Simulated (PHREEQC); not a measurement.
Solution (54 °C): 0.0091 mol/kgw Mg(NO3)2. Closed to the air; pH follows from the charge balance.

Computed with PHREEQC (ion-association model, phreeqc.dat).

```yaml
ionic_strength: 0.0273 mol/kgw
specific_conductance: 3350 µS/cm
```

| species | molality | activity | log γ |
|---|---|---|---|
| NO3- | 0.0182 | 0.0153 | -0.076 |
| Mg+2 | 0.00910 | 0.00491 | -0.268 |
| H+ | 5.94e-7 | 5.18e-7 | -0.060 |
| MgOH+ | 4.35e-7 | 3.74e-7 | -0.066 |
| OH- | 1.58e-7 | 1.33e-7 | -0.075 |

No solid was allowed to form. Complexes and solids missing from the database can't appear. At this temperature some constants are extrapolated from 25 °C, and those without enthalpy data are left unchanged.
